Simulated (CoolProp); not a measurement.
Properties of propylene along the isotherm 393.3 K.

The numbers come from the reference Helmholtz-energy equation of state, Lemmon 2013 in CoolProp.

```
p (MPa)          phase       Z  conductivity (mW/(m K))
-------  -------------  ------  -----------------------
0.759              gas     ___                     29.0
1.52               gas     ___                     30.3
2.28               gas  0.8533                     31.8
3.04               gas  0.7974                      ___
3.8                gas     ___                      ___
4.55               gas     ___                      ___
5.31     supercritical  0.5906                     45.4
6.07     supercritical  0.5008                     53.6
6.83     supercritical  0.4140                     63.4
```

Problem. What belongs in the gaps?

Solution. 
- 0.759, Z: 0.9539
- 1.52, Z: 0.9051
- 3.04, conductivity (mW/(m K)): 33.8
- 3.8, Z: 0.7363
- 3.8, conductivity (mW/(m K)): 36.3
- 4.55, Z: 0.6688
- 4.55, conductivity (mW/(m K)): 39.9

Thermal conductivity comes from a separate model (Huber 2003), an estimate that may be off by 10 % or more.
